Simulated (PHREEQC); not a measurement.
Acid rinse or clean: an equilibrium model

Consider water at 25 °C with 0.0043 mol HF, 0.071 mol ZnSO4 and 0.22 mol CuCl2 per kg of water. Closed to the air; pH follows from the charge balance.

The numbers come from PHREEQC with the ion-association model, wateq4f.dat.

Each row changes one thing in this solution. This is a speciation only: nothing precipitates in the calculation.

| case | pH | ionic strength (mol/kgw) | Cl- (mol/kgw) | Cu+2 (mol/kgw) | Zn+2 (mol/kgw) | CuCl+ (mol/kgw) | SI of Chalcanthite (CuSO4:5H2O) | SI of Atacamite (Cu2(OH)3Cl) |
|---|---|---|---|---|---|---|---|---|
| as made | 2.89 | 0.669 | 0.383 | 0.151 | 0.0457 | 0.0355 | -1.16 | -2.22 |
| HF from 0.0043 to 0.00645 mol/kgw | 2.77 | 0.669 | 0.383 | 0.151 | 0.0457 | 0.0355 | -1.16 | -2.60 |
| diluted 2-fold with water | 3.09 | 0.356 | … | 0.0824 | 0.0255 | 0.0122 | … | -2.23 |
| 0.088 mol/kgw NaCl added | 2.89 | 0.748 | 0.460 | 0.148 | 0.0443 | … | -1.19 | … |
| temperature from 25 to 45 °C | 3.00 | 0.593 | 0.340 | 0.123 | 0.0376 | … | -1.30 | -1.26 |

Problem. What belongs in the gaps?

Solution. 
- diluted 2-fold with water, Cl- (mol/kgw): 0.202
- diluted 2-fold with water, SI of Chalcanthite (CuSO4:5H2O): -1.49
- 0.088 mol/kgw NaCl added, CuCl+ (mol/kgw): 0.0404
- 0.088 mol/kgw NaCl added, SI of Atacamite (Cu2(OH)3Cl): -2.20
- temperature from 25 to 45 °C, CuCl+ (mol/kgw): 0.0631

The ionic strength passes 0.7 mol/kgw, the rough limit of the ion-association models, in 0.088 mol/kgw NaCl added. At this temperature some constants are extrapolated from 25 °C, and those without enthalpy data are left unchanged.
